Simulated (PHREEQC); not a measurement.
Make-up at 25 °C: 0.0027 mol/kgw PbCl2, 0.009 mol/kgw KBr and 0.23 mol/kgw Na2SO4. Closed to the air; pH follows from the charge balance.

The numbers come from PHREEQC with the ion-association model, wateq4f.dat.

This is a speciation only: nothing precipitates in the calculation.

Q: What pH, activity of water, ionic strength does the model give?

A: pH 6.19; activity of water 0.989; ionic strength 0.566 mol/kgw.

Q: In which forms is K present?

A: K+ 83 %, KSO4- 17 % of the K.

The solution is supersaturated, for example in Larnakite, Anglesite, so a real one may precipitate; this is no full list.
